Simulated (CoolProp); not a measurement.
Vapour pressure (kPa) of ammonia: the reference equation beside estimates from Tc = 405.6 K, pc = 11360 kPa, ω = 0.256. Clausius-Clapeyron is anchored at 280.1 K with a constant enthalpy of vaporisation of 21.06 kJ/mol.

The numbers come from the reference Helmholtz-energy equation of state, Gao 2020 in CoolProp.

| T (K) | reference | Lee-Kesler | Clausius-Clapeyron | van der Waals | Redlich-Kwong | Soave-Redlich-Kwong | Peng-Robinson |
|---|---|---|---|---|---|---|---|
| 261.2 | 268.3 | 263.4 | 287.3 | 1468 | 471.7 | 264.1 | 266.3 |
| 270.7 | 391.3 | 387.7 | 403.7 | 1779 | 656.2 | 387.9 | 389.0 |
| 280.1 | 552.7 | 551.4 | 552.7 | 2126 | 886.1 | 551.2 | 550.2 |
| 289.5 | 761.4 | 763.6 | 741.3 | 2515 | 1169 | 763.2 | 759.0 |
| 298.9 | 1026 | 1033 | 976.1 | 2948 | 1512 | 1033 | 1024 |
| 308.4 | 1360 | 1371 | 1267 | 3431 | 1926 | 1373 | 1359 |
| 317.8 | 1765 | 1782 | 1616 | 3956 | 2408 | 1788 | 1766 |
| 327.2 | 2255 | 2277 | 2031 | 4529 | 2967 | 2289 | 2260 |
| 336.7 | 2848 | 2873 | 2527 | 5160 | 3617 | 2895 | 2857 |
| 346.1 | 3543 | 3568 | 3100 | 5835 | 4349 | 3605 | 3558 |
| 355.5 | 4357 | 4381 | 3762 | 6562 | 5176 | 4434 | 4379 |

Absolute difference from the reference over all 11 rows, mean and median: Lee-Kesler 0.8 and 0.8 %, Clausius-Clapeyron 7.3 and 7.1 %, van der Waals 188.9 and 152.3 %, Redlich-Kwong 43.9 and 41.6 %, Soave-Redlich-Kwong 1.1 and 1.3 %, Peng-Robinson 0.4 and 0.3 %.
